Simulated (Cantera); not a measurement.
Input (Python, Cantera) and output of one run.

```python
import numpy as np
import cantera as ct

gas_names = """
    C CN CO CO2 C2 CCN CNC C2N2 C2O C3 C3O2 C4 C4N2 C5 N NCO NO NO2 NO3 N2 N2O O O2 O3 Si SiC SiC2 SiN
    SiO SiO2 Si2 Si2C Si2N Si3
""".split()
cond_names = """
    C(gr) Si(cr) Si(L) SiC(b) SiO2(Lqz) SiO2(hqz) SiO2(L) Si2N2O(s) Si3N4(a)
""".split()


# ... load() reads the species with a 1 bar reference pressure and builds the phases ...
atoms = {
    'SiO2': {'Si': 1, 'O': 2},
    'CO': {'C': 1, 'O': 1},
    'N2': {'N': 2},
}
top_T = {'C(gr)': 4500, 'SiC(b)': 3050, 'Si2N2O(s)': 2100, 'Si3N4(a)': 2400}  # K; cautious upper limits of use, not melting points


# ... equilibrate(T, P, feed) seeds the gas with the atoms and calls Mixture.equilibrate('TP', solver="vcs", rtol=1e-11, max_steps=5000) ...
results = []
feed = {'SiO2': 1, 'CO': 1.8, 'N2': 14}  # mol
P = 133.322  # Pa
for T in [1450, 1500, 1550, 1600, 1650, 1700, 1750, 1800]:
    mix = equilibrate(T, P, feed)
    results.append((T, P, feed, dict(zip(mix.species_names, mix.species_moles))))

top = {s: max(r[3][s] / sum(r[3][g] for g in gas_names) for r in results) for s in gas_names}
cols = sorted((s for s in top if top[s] > 1e-05), key=lambda s: -top[s])[:9]
seen = [c for c in cond_names if any(r[3].get(c, 0) > 1e-12 for r in results)]
print("log10 of partial pressures in bar; condensed amounts in mol")
print(f"{'T/K':>10s}" + "".join(f"{s[:9]:>10s}" for s in cols + seen))
for T, P, feed, n in results:
    ng = sum(n[g] for g in gas_names)
    print(f"{T:10.4g}" + "".join(f"{np.log10(max(n[s] / ng * P / 1e5, 1e-99)):10.3f}" for s in cols)
          + "".join(f"{n.get(c, 0):10.4g}" for c in seen))
```

It prints:

```
log10 of partial pressures in bar; condensed amounts in mol
       T/K        N2        CO       SiO       CO2 SiO2(hqz)   SiO2(L)
      1450    -2.928    -3.819    -6.806    -6.806    0.9981         0
      1500    -2.928    -3.819    -6.499    -6.499    0.9962         0
      1550    -2.928    -3.820    -6.213    -6.213    0.9927         0
      1600    -2.928    -3.822    -5.945    -5.945    0.9865         0
      1650    -2.928    -3.825    -5.695    -5.695     0.976         0
      1700    -2.929    -3.830    -5.461    -5.461         0    0.9589
      1750    -2.929    -3.837    -5.245    -5.246         0    0.9323
      1800    -2.931    -3.848    -5.044    -5.045         0    0.8922
```

Cantera equilibrium calculation (NASA polynomials, part measured and part estimated; ideal gas, pure solids and liquids). The tables hold silica as quartz up to 1696 K and as liquid above; real silica turns to tridymite and cristobalite and melts near 1996 K.
